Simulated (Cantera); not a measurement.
Source: NASA polynomial tables (part measured, part estimated), evaluated in Cantera. Values are per mole of reaction as written; species without (g) are pure solids or liquids, kept so even where they would boil at 1 bar.

0.5 Ti + Cl2(g) → 0.5 TiCl4(g), with ΔH° = -381.6 kJ and ΔS° = -61.0 J/K at 300 K.

Question: How far is the shortcut ΔG° ≈ ΔH°(300 K) − T·ΔS°(300 K) from the full temperature-dependent value at 500, 525, 550, 575, 600, 625, 650 K?

Answer: 
| T (K) | shortcut (kJ) | full (kJ) | difference (kJ) | difference in log10 K |
|---|---|---|---|---|
| 500 | -351.1 | -351.2 | 0.1 | -0.01 |
| 525 | -349.6 | -349.7 | 0.1 | -0.01 |
| 550 | -348.0 | -348.2 | 0.1 | -0.01 |
| 575 | -346.5 | -346.7 | 0.2 | -0.01 |
| 600 | -345.0 | -345.2 | 0.2 | -0.02 |
| 625 | -343.5 | -343.7 | 0.2 | -0.02 |
| 650 | -341.9 | -342.2 | 0.2 | -0.02 |
The shortcut ignores the heat-capacity change of the reaction.
